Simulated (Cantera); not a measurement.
**Premixed flame**

A freely propagating, adiabatic, planar premixed flame of H2 : O2 : N2 = 1 : 0.278 : 0.722 (molar parts), equivalence ratio 1.8, unburnt at 700 K and 4.00 bar; multicomponent+Soret transport, grid criteria slope 0.08 and curve 0.16, no radiation.

Computed with Cantera and the H2/O2 subset of GRI-Mech 3.0, which has no nitrogen chemistry. The hydrogen kinetics of GRI-Mech 3.0 are dated; newer H2 mechanisms differ, most at raised pressure. Burning velocities carry a grid error of a few per cent, more on coarse grids.

```
z (mm)   T (K)  u (m/s)   x H2      x O2    x H2O   x H2O2       x H     x HO2
-------  -----  -------  -----  --------  -------  -------  --------  --------
-0.226     700     15.3  0.500     0.139    <1e-8    <1e-8     <1e-8     <1e-8
-0.151     700     15.3  0.500     0.139    <1e-8    <1e-8     <1e-8     <1e-8
-0.113     700     15.3  0.500     0.139    <1e-8    <1e-8     <1e-8   2.50e-8
-0.0754    700     15.3  0.500     0.139  4.51e-7    <1e-8   1.46e-7   1.71e-6
-0.0377    729     15.6  0.489     0.141  0.00119  5.25e-6  0.000345  0.000518
-0.0188    979     20.3  0.448     0.135   0.0246  2.55e-5   0.00886  0.000540
0         1449     29.2  0.342    0.0886    0.121  8.37e-6    0.0492  0.000252
0.0188    1784     35.7  0.243    0.0296    0.232  2.69e-6    0.0868   8.18e-5
0.0377    1941     38.6  0.214   0.00902    0.272  1.59e-6    0.0926   2.40e-5
0.0754    2096     41.3  0.213   0.00256    0.287  8.86e-7    0.0813   6.90e-6
0.151     2250     43.9  0.223   0.00142    0.294  5.18e-7    0.0633   3.81e-6
0.301     2393     46.2  0.232  0.000814    0.301  3.23e-7    0.0460   2.18e-6
0.603     2511     48.0  0.239  0.000408    0.308  2.02e-7    0.0315   1.08e-6
```
x: mole fraction of selected species; z is measured from the peak of heat release.

The laminar burning velocity is 1530 cm/s and the thermal thickness is 0.0754 mm. The peak x(H2O2) is 2.55e-5 and the peak x(H) comes out as 0.0928. The peak x(HO2) comes out as 0.000731. The grid points is 134.
